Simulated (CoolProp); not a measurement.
R227EA at 318.51 K and 0.0521 MPa flows at 2.9 m/s in a round tube of 25 mm bore and 1.5 µm roughness, fully developed (64/Re and Nu = 3.66 if laminar; Colebrook and Gnielinski if turbulent). Each further row changes one setting.

Values from CoolProp's reference Helmholtz-energy equation of state, Lemmon 2016.

```tsv
case	Reynolds number	Darcy friction factor	pressure drop (Pa/m)	heat-transfer coefficient (W/(m² K))	mass flow (kg/h)
as stated	19800	0.0261	14.8	30.0	17.3
velocity 5.8 m/s	39600	?	50.6	?	?
diameter 50 mm	39600	0.0221	6.29	25.8	69.3
```

**Question.** Fill in the missing entries.

**Answer.** 
- velocity 5.8 m/s, Darcy friction factor: 0.0222
- velocity 5.8 m/s, heat-transfer coefficient (W/(m² K)): 51.8
- velocity 5.8 m/s, mass flow (kg/h): 34.7

Viscosity comes from a separate model (Huber 2003), an estimate that may be off by 10 % or more. Thermal conductivity comes from a separate model (Huber 2003), an estimate that may be off by 10 % or more.
